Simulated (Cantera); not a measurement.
A perfectly stirred reactor is fed with H₂ : O₂ = 0.086 : 1 (molar parts), at 9.75 Torr; it is held at 1000 K, and followed from long to short residence time.

Cantera simulation using the H2/O2 subset of GRI-Mech 3.0, which has no nitrogen chemistry; the numbers are that mechanism's predictions, not measurements. Radical loss at walls, strong at low pressure, is not modelled. The temperature is held fixed by assumption; the heat of reaction is taken as removed at once.

**Question.** Predict: x(H₂) at τ = 0.680 s; x(O₂) at τ = 0.680 s; x(H₂O₂) at τ = 0.680 s; x(O) at τ = 0.680 s; x(OH) at τ = 0.680 s; x(H₂) at τ = 40.0 ms; x(O₂) at τ = 40.0 ms; x(H₂O₂) at τ = 40.0 ms; x(O) at τ = 40.0 ms; x(OH) at τ = 40.0 ms.

**Answer.** 
```
Property                  Result
----------------------  --------
x(H₂) at τ = 0.680 s    0.000796
x(O₂) at τ = 0.680 s       0.915
x(H₂O₂) at τ = 0.680 s   1.69e-7
x(O) at τ = 0.680 s      0.00181
x(OH) at τ = 0.680 s    0.000601
x(H₂) at τ = 40.0 ms     0.00397
x(O₂) at τ = 40.0 ms       0.907
x(H₂O₂) at τ = 40.0 ms   2.45e-7
x(O) at τ = 40.0 ms      0.00844
x(OH) at τ = 40.0 ms     0.00177
```
